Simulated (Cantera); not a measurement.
A closed system holds: 1 mol SiH4, a varied amount of NH3, 36 mol H2, held at 15.0 Pa.

Method: chemical equilibrium by Gibbs-energy minimisation in Cantera with the NASA 1993 tables (ideal gas, pure condensed phases). Candidate condensed phases: Si, Si3N4; 18 gas species. Mutual solubility and eutectic melting of coexisting phases are not modelled. Kinetics and transport are ignored.

Problem. What condenses at these points (T in K, n(NH3) in mol): (775, 0.47); (1675, 0.27); (1875, 0.27); (1375, 0.27); (1375, 11); (1575, 1.3)?

Solution. 
| T (K) | n(NH3) in mol | condensed phases | Si condensed (%) |
|---|---|---|---|
| 775 | 0.47 | Si + Si3N4 | 100.0 |
| 1675 | 0.27 | Si | 88.3 |
| 1875 | 0.27 | gas only | 0.0 |
| 1375 | 0.27 | Si | 100.0 |
| 1375 | 11 | Si3N4 | 100.0 |
| 1575 | 1.3 | Si | 98.4 |
